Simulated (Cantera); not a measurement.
Equilibrium for boron, boron nitride and boron oxide: BF3 + H2O + N2

Charge: 1 mol BF3, 0.17 mol H2O, 2.5 mol N2, at 0.133 bar.

These are equilibrium values from Cantera (NASA tables, ideal gas, pure condensed phases), not measurements of a reactor. Candidate condensed phases: B, BN, B2O3, B3O3H3, H2O; 62 gas species. Gases not in the tables: H3BO3. Rates play no part.

From 898 K to 1398 K nothing is condensed.

| T (K) | log p N2 | log p BF3 | log p HF | log p BOF | log p H2O | log p B3O3F3 | log p HBO2 |
|---|---|---|---|---|---|---|---|
| 898 | -1.05 | -1.48 | -2.19 | -6.07 | -2.54 | -2.97 | -7.11 |
| 948 | -1.05 | -1.49 | -2.15 | -5.49 | -2.59 | -2.93 | -6.59 |
| 998 | -1.05 | -1.49 | -2.11 | -4.97 | -2.65 | -2.89 | -6.13 |
| 1048 | -1.05 | -1.50 | -2.08 | -4.51 | -2.70 | -2.87 | -5.73 |
| 1098 | -1.05 | -1.50 | -2.06 | -4.08 | -2.76 | -2.85 | -5.36 |
| 1148 | -1.05 | -1.50 | -2.04 | -3.70 | -2.82 | -2.84 | -5.04 |
| 1198 | -1.05 | -1.51 | -2.02 | -3.35 | -2.88 | -2.84 | -4.76 |
| 1248 | -1.05 | -1.51 | -2.01 | -3.05 | -2.95 | -2.88 | -4.52 |
| 1298 | -1.05 | -1.52 | -1.99 | -2.78 | -3.03 | -2.95 | -4.33 |
| 1348 | -1.05 | -1.52 | -1.98 | -2.56 | -3.12 | -3.10 | -4.20 |
| 1398 | -1.06 | -1.53 | -1.97 | -2.40 | -3.26 | -3.38 | -4.17 |
log p: log10 of the partial pressure in bar; nothing condenses.
